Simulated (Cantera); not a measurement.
An adiabatic, constant-pressure homogeneous reactor starts with 38.7 % H2, 12.9 % O2, 48.4 % N2, at 950 K and 1580 Torr.

Model: GRI-Mech 3.0 (53 species, 325 reactions), integrated in Cantera. The hydrogen kinetics of GRI-Mech 3.0 are dated; newer H2 mechanisms differ, most at raised pressure.

One state of this run: T (K) = 2672; x H2 = 0.145; x O2 = 0.000309; x N2O = 6.61e-8; x H = 0.0135; x H2O2 = 7.21e-8. x: mole fraction; the columns are a selection and need not sum to one.

Which value of t (s) does it belong to?
A. 0.200
B. 1.88e-5
C. 0.00909
D. 8.80e-5

A, 0.200
